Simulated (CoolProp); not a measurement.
n-octane along the isotherm 277.25 °C: density (kg/m³) from the reference equation and from simpler models built on Tc = 295.6 °C, pc = 24.84 bar, ω = 0.398; each cubic takes its own stable root.

The numbers come from the reference Helmholtz-energy equation of state, Beckmüller 2019 in CoolProp.

```tsv
p (bar)	phase	reference	van der Waals	Redlich-Kwong	Peng-Robinson
2.66	gas	6.952	6.884	6.925	6.963
5.32	gas	14.64	14.33	14.51	14.68
7.98	gas	23.28	22.49	22.95	23.37
10.6	gas	33.07	31.44	32.36	33.23
13.3	gas	45.16	41.98	43.70	45.35
16	gas	60.73	54.58	57.69	60.80
18.6	gas	83.48	70.23	76.04	82.49
21.3	liquid	398.8	96.79	283.3	343.0
23.9	liquid	407.3	236.1	300.7	356.1
26.6	liquid	414.4	248.2	313.3	366.9
29.3	liquid	420.4	256.8	323.3	376.0
31.9	liquid	425.4	263.4	331.4	383.6
34.6	liquid	430.1	269.1	338.7	390.7
37.3	liquid	434.3	274.1	345.1	397.0
```

At some of these states van der Waals gives the other phase, because its saturation line lies elsewhere.
